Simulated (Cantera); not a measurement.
Input: 1 mol (CH3)2SiCl2, 1.4 mol C2H4, a varied amount of H2, at 2350 °C and 0.250 bar.

Method: chemical equilibrium by Gibbs-energy minimisation in Cantera with the NASA 1993 tables (ideal gas, pure condensed phases). Candidate condensed phases: C, C6H6, C7H8, C8H18, Si, SiC; 109 gas species. The feed counts by its element totals alone. The tables' values for SiCl are old estimates; treat these amounts as uncertain. Gases not in the tables: Si2H6 and higher silanes. Equilibrium is a limit: real reactors are often held back by kinetics, nucleation or transport.

**Question.** At 170 mol H2, list the 6 most abundant gas species with their mole fractions, and the condensed phases.

**Answer.** H2 0.893, H 0.0796, C2H2 (acetylene) 0.0116, HCl 0.0101, Si 0.00358, SiC2 0.000956. Condensed: gas only.
